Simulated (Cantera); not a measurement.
Input: 1 mol NaBr, 11 mol H2O, 9.5 mol H2, equilibrated at 2125 K and 0.0158 Torr.

Equilibrium computed with Cantera from the NASA thermochemical tables; the gas is ideal and each condensed phase is pure. Candidate condensed phases: Br2, H2O, Na, NaBr, NaOH, NaO2, Na2O, Na2O2; 20 gas species. Kinetics and transport are ignored.

Base state: H 0.378, H2 0.228, H2O 0.214, O 0.0517, OH 0.0440, Na 0.0316, Br 0.0306, O2 0.0206 (mole fractions); condensed: gas only.

**Question.** What changes in the equilibrium state with this change: H2 from 9.5 to 0.22 mol?

**Answer.** 
```json
[
 {"species": "H", "before": "0.378", "after": "0.293"},
 {"species": "H2O", "before": "0.214", "after": "0.240"},
 {"species": "H2", "before": "0.228", "after": "0.137"},
 {"species": "O2", "before": "0.0206", "after": "0.0721"},
 {"species": "O", "before": "0.0517", "after": "0.0968"},
 {"species": "Br", "before": "0.0306", "after": "0.0477"},
 {"species": "Na", "before": "0.0316", "after": "0.0488"},
 {"species": "OH", "before": "0.0440", "after": "0.0637"},
 {"species": "NaBr", "before": "0.000257", "after": "0.000617"},
 {"species": "NaOH", "before": "2.15e-5", "after": "4.81e-5"},
 {"species": "HBr", "before": "0.000979", "after": "0.00118"}
]
```

**Question.** What changes in the equilibrium state with this change: H2O from 11 to 0.18 mol?

**Answer.** 
| species | before | after |
|---|---|---|
| H | 0.378 | 0.485 |
| H2 | 0.228 | 0.375 |
| Na | 0.0316 | 0.0638 |
| H2O | 0.214 | 0.00891 |
| O2 | 0.0206 | 1.33e-5 |
| O | 0.0517 | 0.00131 |
| OH | 0.0440 | 0.00143 |
| Br | 0.0306 | 0.0613 |
| NaOH | 2.15e-5 | 1.41e-6 |
| NaBr | 0.000257 | 0.00104 |
| HBr | 0.000979 | 0.00251 |
